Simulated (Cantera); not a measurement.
Feed: 1 mol HBr, a varied amount of O₂, held at 700 °C and 2.30 mbar.

Cantera equilibrium calculation (NASA polynomials, part measured and part estimated; ideal gas, pure solids and liquids). Candidate condensed phases: Br₂, H₂O; 12 gas species. The numbers say what is thermodynamically allowed, not how fast it happens.

Question: At 0.99 mol O₂, list the 5 most abundant gas species with their mole fractions, and the condensed phases.

Answer: O₂ 0.418, H₂O 0.272, Br₂ 0.250, Br 0.0431, HBr 0.0163. Condensed: gas only.
